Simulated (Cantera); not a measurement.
A closed system holds: 1 mol TEOS, 0.23 mol CO2, equilibrated at 1150 K and 0.133 bar.

Cantera equilibrium calculation (NASA polynomials, part measured and part estimated; ideal gas, pure solids and liquids). Candidate condensed phases: C, C6H6, C7H8, C8H18, H2O, Si, SiC, SiO2; 123 gas species. The feed counts by its element totals alone. The tables hold silica as quartz up to 1696 K and as liquid above; real silica turns to tridymite and cristobalite and melts near 1996 K. The numbers say what is thermodynamically allowed, not how fast it happens.

Question: What is the equilibrium state?

Answer: 
```json
{
  "x(H2)": "0.800",
  "x(CO)": "0.197",
  "x(CH4)": "0.00200",
  "x(H2O)": "0.000984",
  "x(CO2)": "0.000203",
  "n(C(graphite))": "5.76 mol",
  "n(SiO2(β-quartz))": "1.00 mol",
  "gas_amount": "12.42 mol",
  "log10 activity of Si(s) (absent)": "-9.42"
}
```
